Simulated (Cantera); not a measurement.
**Moist CO burnout**

An isothermal, constant-pressure homogeneous reactor starts with 0.273 % CO, 4.34 % O2, 1.13 % H2O, 94.3 % N2, at 1350 K and 233 Torr.

Computed with Cantera and GRI-Mech 3.0 (53 species, 325 reactions).

```json
[
 {"t (s)": "1.00e-5", "x CO": "0.00273", "x O2": "0.0434", "x H2O": "0.0113", "x OH": "1.96e-11", "x HO2": "1.77e-11", "x N2O": "<1e-12", "x NO2": "<1e-12"},
 {"t (s)": "2.68e-5", "x CO": "0.00273", "x O2": "0.0434", "x H2O": "0.0113", "x OH": "6.12e-11", "x HO2": "4.74e-11", "x N2O": "<1e-12", "x NO2": "<1e-12"},
 {"t (s)": "7.20e-5", "x CO": "0.00273", "x O2": "0.0434", "x H2O": "0.0113", "x OH": "2.26e-10", "x HO2": "1.26e-10", "x N2O": "<1e-12", "x NO2": "<1e-12"},
 {"t (s)": "0.000193", "x CO": "0.00273", "x O2": "0.0434", "x H2O": "0.0113", "x OH": "1.03e-9", "x HO2": "3.35e-10", "x N2O": "<1e-12", "x NO2": "<1e-12"},
 {"t (s)": "0.000518", "x CO": "0.00273", "x O2": "0.0434", "x H2O": "0.0113", "x OH": "5.82e-9", "x HO2": "9.02e-10", "x N2O": "<1e-12", "x NO2": "<1e-12"},
 {"t (s)": "0.00139", "x CO": "0.00273", "x O2": "0.0434", "x H2O": "0.0113", "x OH": "5.28e-8", "x HO2": "3.17e-9", "x N2O": "1.82e-12", "x NO2": "<1e-12"},
 {"t (s)": "0.00373", "x CO": "0.00273", "x O2": "0.0434", "x H2O": "0.0113", "x OH": "3.83e-6", "x HO2": "1.08e-7", "x N2O": "1.28e-10", "x NO2": "<1e-12"},
 {"t (s)": "0.0100", "x CO": "0.00110", "x O2": "0.0423", "x H2O": "0.0110", "x OH": "0.000299", "x HO2": "1.76e-6", "x N2O": "1.02e-7", "x NO2": "1.41e-11"},
 {"t (s)": "0.0268", "x CO": "6.01e-5", "x O2": "0.0420", "x H2O": "0.0112", "x OH": "0.000125", "x HO2": "6.05e-7", "x N2O": "2.56e-7", "x NO2": "1.62e-10"},
 {"t (s)": "0.0720", "x CO": "4.76e-6", "x O2": "0.0420", "x H2O": "0.0113", "x OH": "4.40e-5", "x HO2": "1.04e-7", "x N2O": "2.94e-7", "x NO2": "3.12e-10"},
 {"t (s)": "0.193", "x CO": "4.19e-7", "x O2": "0.0420", "x H2O": "0.0113", "x OH": "1.93e-5", "x HO2": "2.16e-8", "x N2O": "2.76e-7", "x NO2": "2.78e-10"},
 {"t (s)": "0.518", "x CO": "5.01e-8", "x O2": "0.0420", "x H2O": "0.0113", "x OH": "1.02e-5", "x HO2": "7.26e-9", "x N2O": "1.97e-7", "x NO2": "2.16e-10"},
 {"t (s)": "1.39", "x CO": "1.48e-8", "x O2": "0.0420", "x H2O": "0.0113", "x OH": "6.55e-6", "x HO2": "4.74e-9", "x N2O": "7.72e-8", "x NO2": "2.16e-10"},
 {"t (s)": "3.73", "x CO": "9.90e-9", "x O2": "0.0420", "x H2O": "0.0113", "x OH": "5.60e-6", "x HO2": "4.45e-9", "x N2O": "1.45e-8", "x NO2": "2.33e-10"},
 {"t (s)": "10.0", "x CO": "9.68e-9", "x O2": "0.0420", "x H2O": "0.0113", "x OH": "5.55e-6", "x HO2": "4.44e-9", "x N2O": "1.05e-8", "x NO2": "2.35e-10"}
]
```
x: mole fraction; the columns are a selection and need not sum to one.

Equilibrium at this temperature and pressure: CO 9.69e-9, O2 0.0419, H2O 0.0113, OH 5.54e-6, HO2 4.43e-9, N2O 1.05e-8, NO2 5.88e-7 (gas phase only).
